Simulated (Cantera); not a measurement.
An isothermal, constant-pressure homogeneous reactor starts with 87.0 % NO, 13.0 % N2, at 1475 K and 825 Torr.

Detailed kinetics in Cantera: GRI-Mech 3.0 (53 species, 325 reactions).

x: mole fraction; the columns are a selection and need not sum to one.

```csv
t (s),x NO,x O,x N2,x NO2,x N2O
0.000200,0.870,2.22e-8,0.130,1.08e-6,…
0.000640,0.870,2.29e-8,0.130,3.52e-6,…
0.00205,0.870,2.55e-8,0.130,1.15e-5,…
0.00654,0.869,3.37e-8,0.130,3.82e-5,…
0.0209,0.869,6.05e-8,0.130,0.000133,…
0.0669,0.869,1.34e-7,0.131,0.000433,…
0.214,0.867,2.05e-7,0.131,0.000758,0.000247
0.684,0.862,2.50e-7,0.134,0.000942,0.000246
2.19,0.845,3.51e-7,0.142,0.00134,0.000237
7.00,0.798,5.50e-7,0.166,0.00203,…
```

Task: Some entries are withheld; supply them.

Result: 
- 0.000200, x N2O: 1.10e-6
- 0.000640, x N2O: 3.50e-6
- 0.00205, x N2O: 1.10e-5
- 0.00654, x N2O: 3.36e-5
- 0.0209, x N2O: 9.24e-5
- 0.0669, x N2O: 0.000193
- 7.00, x N2O: 0.000210
